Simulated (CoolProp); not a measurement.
Normal hydrogen at 266.34 K and 0.164 MPa flows at 4.3 m/s in a round tube of 100 mm bore and 0.25 µm roughness, fully developed (64/Re and Nu = 3.66 if laminar; Colebrook and Gnielinski if turbulent). Each further row changes one setting.

The numbers come from the reference Helmholtz-energy equation of state, Leachman 2009 in CoolProp.

```json
[
 {"case": "as stated", "Reynolds number": "7790", "Darcy friction factor": "0.0330", "pressure drop (Pa/m)": "(withheld)", "heat-transfer coefficient (W/(m² K))": "39.9", "mass flow (kg/h)": "18.1"},
 {"case": "velocity 8.6 m/s", "Reynolds number": "15600", "Darcy friction factor": "0.0275", "pressure drop (Pa/m)": "1.52", "heat-transfer coefficient (W/(m² K))": "70.2", "mass flow (kg/h)": "(withheld)"},
 {"case": "diameter 200 mm", "Reynolds number": "15600", "Darcy friction factor": "0.0275", "pressure drop (Pa/m)": "0.190", "heat-transfer coefficient (W/(m² K))": "(withheld)", "mass flow (kg/h)": "(withheld)"}
]
```

Task: Some entries are withheld; supply them.

Result: 
- as stated, pressure drop (Pa/m): 0.455
- velocity 8.6 m/s, mass flow (kg/h): 36.3
- diameter 200 mm, heat-transfer coefficient (W/(m² K)): 35.1
- diameter 200 mm, mass flow (kg/h): 72.5

Viscosity comes from a separate model (Muzny 2013). Thermal conductivity comes from a separate model (Assael 2011).
